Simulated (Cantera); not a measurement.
An isothermal, constant-pressure homogeneous reactor starts with 0.296 % CH₄, 98.7 % H₂, 0.592 % H, 0.375 % H₂O, at 3000 K and 0.0132 atm.

Detailed kinetics in Cantera: GRI-Mech 3.0 (53 species, 325 reactions). Radical loss at walls, strong at low pressure, is not modelled.

x: mole fraction; the columns are a selection and need not sum to one.

```tsv
t (s)	x CH₄	x H₂	x H	x C₂H₆	x C₂H₂	x CH₃	x C₂H₄
2.00e-6	0.00285	0.987	0.00591	3.10e-11	3.19e-12	(withheld)	1.47e-10
1.55e-5	0.00261	0.987	0.00630	4.16e-9	9.32e-9	(withheld)	4.41e-8
0.000120	0.00241	0.983	0.0108	1.08e-8	1.84e-6	(withheld)	5.49e-7
0.000928	0.00148	0.955	0.0388	1.92e-8	0.000143	(withheld)	2.62e-6
0.00719	6.82e-5	0.882	0.113	1.14e-10	0.000944	(withheld)	1.83e-7
0.0557	5.46e-8	0.660	0.337	<1e-12	2.46e-6	(withheld)	3.40e-11
0.431	<1e-12	0.309	0.688	<1e-12	<1e-12	1.95e-12	<1e-12
3.34	<1e-12	0.275	0.723	<1e-12	<1e-12	1.27e-12	<1e-12
25.8	<1e-12	0.275	0.723	<1e-12	<1e-12	1.27e-12	<1e-12
200	<1e-12	0.275	0.723	<1e-12	<1e-12	1.27e-12	<1e-12
```

Task: What belongs in the gaps?

Result: 
- 2.00e-6, x CH₃: 0.000109
- 1.55e-5, x CH₃: 0.000349
- 0.000120, x CH₃: 0.000521
- 0.000928, x CH₃: 0.00102
- 0.00719, x CH₃: 0.000141
- 0.0557, x CH₃: 4.41e-7
